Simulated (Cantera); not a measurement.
## Thermodynamics of oxide etching and cleaning by halides, feed CaO + F₂ + O₂

Input: 1 mol CaO, 0.73 mol F₂, 15 mol O₂, held at 1152 °C and 10.0 mbar.

Method: chemical equilibrium by Gibbs-energy minimisation in Cantera with the NASA 1993 tables (ideal gas, pure condensed phases). Candidate condensed phases: Ca, CaF₂, CaO; 13 gas species. Mutual solubility and eutectic melting of coexisting phases are not modelled. Rates play no part.

```
Property                              Value
--------------------------------  ---------
x(O₂)                                 1.000
x(CaF₂)                             4.03e-5
x(O)                                1.39e-5
n(CaF₂(s))                        0.729 mol
n(CaO(s))                         0.270 mol
gas amount                        15.37 mol
log10 activity of Ca(l) (absent)     -16.73
```
